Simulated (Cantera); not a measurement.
# Equilibrium for silicon nitride deposition: SiH2Cl2 + N2

Input: 1 mol SiH2Cl2, 1 mol N2.

These are equilibrium values from Cantera (NASA tables, ideal gas, pure condensed phases), not measurements of a reactor. Candidate condensed phases: NH4Cl, Si, Si3N4; 28 gas species. N2 is the only nitrogen source here; it is nearly inert below about 1500 K, so the nitride shown seldom forms there in practice. The tables' values for SiCl3 are old estimates. Equilibrium is a limit: real reactors are often held back by kinetics, nucleation or transport.

Stable condensed phases:

```
T in K \ P in Pa
              5     21     85    350   1400   5900  24000 100000
   1925       A      A      B      B      B      B      C      C
   1875       A      B      B      B      B      B      C      C
   1825       A      B      B      B      B      C      C      C
   1775       B      B      B      B      B      C      C      C
   1725       B      B      B      B      C      C      C      C
   1675       B      B      B      C      C      C      C      C
   1625       B      B      B      C      C      C      C      C
   1575       B      B      C      C      C      C      C      C
   1525       B      B      C      C      C      C      C      C
   1475       B      C      C      C      C      C      C      C
   1425       C      C      C      C      C      C      C      C
   1375       C      C      C      C      C      C      C      C
   1325       C      C      C      C      C      C      C      C
   1275       C      C      C      C      C      C      C      C
```

A: gas only; B: Si; C: Si3N4.
